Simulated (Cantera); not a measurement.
A diamond (100) surface in a fixed gas of H2 with x(CH4) = 0.0032, x(H) = 0.025, at 925 K, 0.0240 bar; coverages are run to steady state.

Detailed kinetics in Cantera: the Harris–Goodwin 1993 mechanism for the reconstructed diamond (100) surface.

θ: site fractions in the mechanism's names (c6HH fully hydrogenated, c6H* and c6*H radical sites, c6** diradical, c6HM methylated).

```json
[
 {"x(CH3)": "1e-06", "growth (µm/h)": "(withheld)", "θ c6HH": "0.667", "θ c6H*": "0.0123", "θ c6*H": "0.315", "θ c6**": "0.00549", "θ c6HM": "3.02e-5"},
 {"x(CH3)": "2.3e-06", "growth (µm/h)": "(withheld)", "θ c6HH": "0.667", "θ c6H*": "0.0123", "θ c6*H": "0.315", "θ c6**": "0.00549", "θ c6HM": "6.95e-5"},
 {"x(CH3)": "5.3e-06", "growth (µm/h)": "(withheld)", "θ c6HH": "0.667", "θ c6H*": "0.0123", "θ c6*H": "0.315", "θ c6**": "0.00549", "θ c6HM": "0.000160"},
 {"x(CH3)": "1.2e-05", "growth (µm/h)": "(withheld)", "θ c6HH": "0.667", "θ c6H*": "0.0123", "θ c6*H": "0.315", "θ c6**": "0.00549", "θ c6HM": "0.000362"},
 {"x(CH3)": "2.8e-05", "growth (µm/h)": "(withheld)", "θ c6HH": "0.667", "θ c6H*": "0.0123", "θ c6*H": "0.314", "θ c6**": "0.00549", "θ c6HM": "0.000845"},
 {"x(CH3)": "6.4e-05", "growth (µm/h)": "(withheld)", "θ c6HH": "0.666", "θ c6H*": "0.0123", "θ c6*H": "0.314", "θ c6**": "0.00548", "θ c6HM": "0.00193"},
 {"x(CH3)": "0.00015", "growth (µm/h)": "(withheld)", "θ c6HH": "0.664", "θ c6H*": "0.0123", "θ c6*H": "0.313", "θ c6**": "0.00545", "θ c6HM": "0.00450"},
 {"x(CH3)": "0.00034", "growth (µm/h)": "(withheld)", "θ c6HH": "0.659", "θ c6H*": "0.0122", "θ c6*H": "0.311", "θ c6**": "0.00540", "θ c6HM": "0.0101"},
 {"x(CH3)": "0.00078", "growth (µm/h)": "(withheld)", "θ c6HH": "0.648", "θ c6H*": "0.0120", "θ c6*H": "0.305", "θ c6**": "0.00529", "θ c6HM": "0.0228"}
]
```

**Question.** Complete the blanks.

**Answer.** 
- 1e-06, growth (µm/h): 0.00872
- 2.3e-06, growth (µm/h): 0.0201
- 5.3e-06, growth (µm/h): 0.0462
- 1.2e-05, growth (µm/h): 0.105
- 2.8e-05, growth (µm/h): 0.244
- 6.4e-05, growth (µm/h): 0.557
- 0.00015, growth (µm/h): 1.30
- 0.00034, growth (µm/h): 2.92
- 0.00078, growth (µm/h): 6.59
